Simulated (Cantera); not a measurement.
A closed system holds: 1 mol FeS, a varied amount of SO3, 7.4 mol N2, at 927 °C and 0.420 bar.

Cantera equilibrium calculation (NASA polynomials, part measured and part estimated; ideal gas, pure solids and liquids). Candidate condensed phases: Fe, FeO, FeS, FeSO4, FeS2, Fe2O3, Fe2(SO4)3, Fe3O4, S; 19 gas species. Mutual solubility and eutectic melting of coexisting phases are not modelled. FeS: taken at fixed stoichiometry. Gases not in the tables: S3 to S7. Equilibrium is a limit: real reactors are often held back by kinetics, nucleation or transport.

x: gas mole fraction; n: condensed amount in mol.

```
n(SO3) (mol)   x N2   x SO2     x S2     x S2O      x SO  n FeS(s)  n Fe3O4(s)
------------  -----  ------  -------  --------  --------  --------  ----------
0.27          0.954  0.0410  0.00502  0.000166   5.05e-5     0.871      0.0430
0.37          0.938     [?]      [?]       [?]       [?]     0.827         [?]
0.5           0.918  0.0738  0.00803  0.000317   7.62e-5     0.770      0.0767
0.68          0.892     [?]      [?]       [?]       [?]       [?]         [?]
0.93          0.857   0.129   0.0126  0.000587  0.000113     0.586       0.138
1.3           0.812   0.172   0.0158  0.000802  0.000138     0.430       0.190
1.7           0.767   0.213   0.0188   0.00102  0.000160     0.264       0.245
```

Problem. Fill in the missing entries.

Solution. 
- 0.68, x SO2: 0.0979
- 0.68, x S2: 0.0101
- 0.68, x S2O: 0.000432
- 0.68, x SO: 9.28e-5
- 0.68, n FeS(s): 0.692
- 0.68, n Fe3O4(s): 0.103
- 0.37, x SO2: 0.0555
- 0.37, x S2: 0.00640
- 0.37, x S2O: 0.000232
- 0.37, x SO: 6.24e-5
- 0.37, n Fe3O4(s): 0.0578
